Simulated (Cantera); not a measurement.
## Iron carbonyl, mercury and lead vapours: Fe(CO)5 + H2

A closed system holds: 1 mol Fe(CO)5, 0.41 mol H2, equilibrated at 33.0 Pa.

Equilibrium computed with Cantera from the NASA thermochemical tables; the gas is ideal and each condensed phase is pure. Candidate condensed phases: C, C6H6, C7H8, C8H18, Fe, Fe(CO)5, FeO, Fe(OH)2, Fe(OH)3, Fe2O3, Fe3O4, H2O; 114 gas species. Kinetics and transport are ignored.

From 1100 K to 1150 K the condensed part is Fe(α). From 1200 K to 1450 K the condensed part is Fe(γ).

```tsv
T (K)	x CO	x H2	x Fe	x H	x CO2	x H2O	x C2H2 (acetylene)	x CH4	n Fe(α)	n Fe(γ)
1100	0.924	0.0758	3.82e-9	3.92e-7	2.49e-5	2.07e-6	1.01e-9	6.80e-8	1.00	0
1150	0.924	0.0758	2.60e-8	1.13e-6	1.11e-5	1.08e-6	2.93e-9	4.44e-8	1.00	0
1200	0.924	0.0758	1.50e-7	2.99e-6	5.33e-6	6.00e-7	7.78e-9	2.99e-8	0	1.000
1250	0.924	0.0758	7.51e-7	7.33e-6	2.71e-6	3.48e-7	1.91e-8	2.08e-8	0	1.000
1300	0.924	0.0758	3.31e-6	1.68e-5	1.46e-6	2.11e-7	4.37e-8	1.49e-8	0	1.000
1350	0.924	0.0758	1.30e-5	3.61e-5	8.22e-7	1.32e-7	9.38e-8	1.09e-8	0	1.000
1400	0.924	0.0757	4.64e-5	7.37e-5	4.84e-7	8.60e-8	1.91e-7	8.18e-9	0	1.000
1450	0.924	0.0757	0.000151	0.000143	3.79e-7	7.39e-8	2.24e-7	4.86e-9	0	0.999
```
x: gas mole fraction; n: condensed amount in mol.
